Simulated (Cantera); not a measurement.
A closed system holds: 1 mol (CH3)2SiCl2, 0.036 mol C3H8, 64 mol H2, at 2077 °C and 0.0260 bar.

Equilibrium computed with Cantera from the NASA thermochemical tables; the gas is ideal and each condensed phase is pure. The feed counts by its element totals alone. The tables' values for SiCl are old estimates; treat these amounts as uncertain. Gases not in the tables: Si2H6 and higher silanes. The numbers say what is thermodynamically allowed, not how fast it happens.

```csv
species,before,after
H2,0.883,0.913
H,0.0727,0.0739
HCl,0.0257,0.00614
Si,0.00910,0.00268
SiCl2,0.000206,3.36e-6
Si2C,0.000860,5.87e-5
SiCl,0.000283,1.96e-5
Si2,3.15e-5,2.74e-6
SiC2,0.00149,0.000270
Cl,0.00152,0.000356
"C(graphite), mol",1.09,0
"SiC(s), mol",0.0393,0
```
Gas species are given as mole fractions.

Task: Which change was made?
A. temperature from 2077 °C to 1700 °C
B. temperature from 2077 °C to 1050 °C
C. H2 from 64 to 290 mol
D. H2 from 64 to 1.1 mol

Result: C, H2 from 64 to 290 mol
